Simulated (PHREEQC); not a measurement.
4.1 g of hydrous ferric oxide (600 m²/g; 0.2 weak and 0.005 strong sites per Fe, Dzombak-Morel constants, diffuse double layer) in 1 kg of water with 0.005 mol/kgw of an inert sodium salt and 1e-05 mol/kgw MgCl2, at 25 °C; the pH is set by adding NaOH or the inert anion's acid. O2 is buffered at 0.21 atm. No CO2 enters from the air. Precipitation was switched off in this run.

All values are PHREEQC results (ion-association model, wateq4f.dat), not measurements.

Problem. Predict surface charge σ (C/m²) at pH = 3, 3.75, 6, 7.12.

Solution. 
```json
[
 {"pH": "3", "surface charge σ (C/m²)": "0.322"},
 {"pH": "3.75", "surface charge σ (C/m²)": "0.234"},
 {"pH": "6", "surface charge σ (C/m²)": "0.039"},
 {"pH": "7.12", "surface charge σ (C/m²)": "0.011"}
]
```

The oxide is taken as insoluble; below pH 4 it would dissolve.
